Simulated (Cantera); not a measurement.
An isothermal, constant-pressure homogeneous reactor starts with NH3 : N2 = 1 : 0.68 (molar parts), at 1623 K and 100000 Pa. Integrator tolerance rtol = 1e-08.

Detailed kinetics in Cantera: the gas-phase N/H chemistry of the illustrative SiF4/NH3 mechanism in the Surface Chemkin manual (1991). Walls and surfaces, which speed up NH3 decomposition in real reactors, are not modelled.

What does this change do: pressure from 100000 Pa to 2670 Pa?


| quantity | before | after |
|---|---|---|
| x(NH3) at 10.0 s | 0.151 (gas-phase equilibrium 1.21e-5) | 0.469 (gas-phase equilibrium 3.22e-7) |
| x(H2) at 10.0 s | 0.418 (gas-phase equilibrium 0.560) | 0.119 (gas-phase equilibrium 0.559) |
| x(NH2) at 10.0 s | 2.94e-5 (gas-phase equilibrium 2.71e-9) | 0.000139 (gas-phase equilibrium 4.43e-10) |
| x(N2H2) at 10.0 s | 3.79e-8 (gas-phase equilibrium <1e-12) | 1.10e-6 (gas-phase equilibrium <1e-12) |
| x(N) at 10.0 s | 5.80e-9 (gas-phase equilibrium <1e-12) | 4.09e-8 (gas-phase equilibrium 4.51e-12) |
| x(NH) at 10.0 s | 1.65e-7 (gas-phase equilibrium 1.77e-11) | 1.02e-6 (gas-phase equilibrium 1.77e-11) |

What does this change do: pressure from 100000 Pa to 1200 Pa?


```
quantity                                             before                                      after
-----------------  ----------------------------------------  -----------------------------------------
x(NH3) at 10.0 s      0.151 (gas-phase equilibrium 1.21e-5)      0.515 (gas-phase equilibrium 1.45e-7)
x(H2) at 10.0 s         0.418 (gas-phase equilibrium 0.560)       0.0756 (gas-phase equilibrium 0.559)
x(NH2) at 10.0 s    2.94e-5 (gas-phase equilibrium 2.71e-9)  0.000170 (gas-phase equilibrium 2.97e-10)
x(N2H2) at 10.0 s    3.79e-8 (gas-phase equilibrium <1e-12)     1.68e-6 (gas-phase equilibrium <1e-12)
x(N) at 10.0 s       5.80e-9 (gas-phase equilibrium <1e-12)   4.43e-8 (gas-phase equilibrium 6.72e-12)
x(NH) at 10.0 s    1.65e-7 (gas-phase equilibrium 1.77e-11)   1.24e-6 (gas-phase equilibrium 1.77e-11)
```
